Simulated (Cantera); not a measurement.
An adiabatic, constant-pressure homogeneous reactor starts with CH₄ : H₂ : O₂ : N₂ = 1 : 0.94 : 3.25 : 12.2 (molar parts), at 1098 K and 2100000 Pa. Integrator tolerance rtol = 1e-08.

Model: GRI-Mech 3.0 (53 species, 325 reactions), integrated in Cantera. The pressure lies above the range GRI-Mech 3.0 was tuned for (to about 10 atm).

Q: What does this change do: 0.36 parts H2O added?

A: 
```json
[
 {"quantity": "time of steepest temperature rise", "before": "1.31 ms", "after": "1.42 ms"},
 {"quantity": "temperature at 0.100 s", "before": "2558 K", "after": "2527 K"},
 {"quantity": "equilibrium temperature", "before": "2558 K", "after": "2527 K"},
 {"quantity": "x(CH₄) at 0.100 s", "before": "<1e-12 (gas-phase equilibrium <1e-12)", "after": "<1e-12 (gas-phase equilibrium <1e-12)"},
 {"quantity": "x(H₂) at 0.100 s", "before": "0.00143 (gas-phase equilibrium 0.00143)", "after": "0.00138 (gas-phase equilibrium 0.00138)"},
 {"quantity": "x(O₂) at 0.100 s", "before": "0.0407 (gas-phase equilibrium 0.0407)", "after": "0.0400 (gas-phase equilibrium 0.0400)"},
 {"quantity": "x(C₂H₆) at 0.100 s", "before": "<1e-12 (gas-phase equilibrium <1e-12)", "after": "<1e-12 (gas-phase equilibrium <1e-12)"},
 {"quantity": "x(C₂H) at 0.100 s", "before": "<1e-12 (gas-phase equilibrium <1e-12)", "after": "<1e-12 (gas-phase equilibrium <1e-12)"},
 {"quantity": "x(NO) at 0.100 s", "before": "0.0107 (gas-phase equilibrium 0.0107)", "after": "0.00993 (gas-phase equilibrium 0.00993)"}
]
```
